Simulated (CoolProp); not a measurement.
Vapour-liquid equilibrium of propylene (1) + R142b (2) at 243 K; x and y are mole fractions of (1).

Model: multi-fluid Helmholtz-energy mixture model, Lemmon 2013 and Lemmon 2006; pair parameters Bell 2016, in CoolProp.

```
x      bubble pressure, mixture model (bar)  bubble pressure, Raoult's law (bar)  y, mixture model  y, Raoult's law
-----  ------------------------------------  -----------------------------------  ----------------  ---------------
0.05                                 0.5024                               0.4816             0.247            0.218
0.125                                0.6614                               0.6097             0.468            0.431
0.2                                  0.8165                               0.7378             0.602            0.570
0.275                                0.9651                               0.8658             0.691            0.668
0.35                                  1.106                               0.9939             0.754            0.741
0.425                                 1.238                                1.122             0.802            0.797
0.5                                   1.362                                1.250             0.839            0.842
0.575                                 1.480                                1.378             0.869            0.878
0.65                                  1.592                                1.506             0.896            0.908
0.725                                 1.701                                1.634             0.919            0.933
0.8                                   1.808                                1.762             0.941            0.955
0.875                                 1.916                                1.891             0.963            0.974
0.95                                  2.027                                2.019             0.985            0.990
```

The largest gap from Raoult's law is +11.5 % in bubble pressure, at x = 0.275. No azeotrope shows between x = 0.05 and 0.95.

Pair parameters are fitted to limited data, so mixtures are less certain than the pure fluids.
